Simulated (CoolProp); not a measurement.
CH2F2 (R32) along the isotherm 435 K: Z from the reference equation and from simpler models built on Tc = 351.3 K, pc = 5783 kPa, ω = 0.277; each cubic takes its own stable root.

The numbers come from the reference Helmholtz-energy equation of state, Tillner-Roth 1997 in CoolProp.

| p (kPa) | phase | reference | van der Waals | Redlich-Kwong | Soave-Redlich-Kwong | Peng-Robinson |
|---|---|---|---|---|---|---|
| 1030 | gas | 0.9681 | 0.9683 | 0.9675 | 0.9723 | 0.9671 |
| 2070 | gas | 0.9355 | 0.9349 | 0.9341 | 0.9442 | 0.9340 |
| 3100 | gas | 0.9027 | 0.9001 | 0.9003 | 0.9163 | 0.9015 |
| 4130 | gas | 0.8695 | 0.8636 | 0.8659 | 0.8885 | 0.8694 |
| 5160 | gas | 0.8361 | 0.8250 | 0.8311 | 0.8609 | 0.8379 |
| 6200 | supercritical | 0.8022 | 0.7839 | 0.7957 | 0.8335 | 0.8072 |
| 7230 | supercritical | 0.7688 | 0.7412 | 0.7607 | 0.8073 | 0.7780 |
| 8260 | supercritical | 0.7359 | 0.6971 | 0.7266 | 0.7824 | 0.7506 |
| 9290 | supercritical | 0.7039 | 0.6540 | 0.6944 | 0.7593 | 0.7255 |
| 10300 | supercritical | 0.6741 | 0.6172 | 0.6658 | 0.7391 | 0.7037 |
| 11400 | supercritical | 0.6442 | 0.5897 | 0.6400 | 0.7203 | 0.6835 |
| 12400 | supercritical | 0.6201 | 0.5781 | 0.6222 | 0.7067 | 0.6688 |
| 13400 | supercritical | 0.5996 | 0.5770 | 0.6103 | 0.6965 | 0.6575 |
| 14500 | supercritical | 0.5819 | 0.5838 | 0.6035 | 0.6893 | 0.6491 |
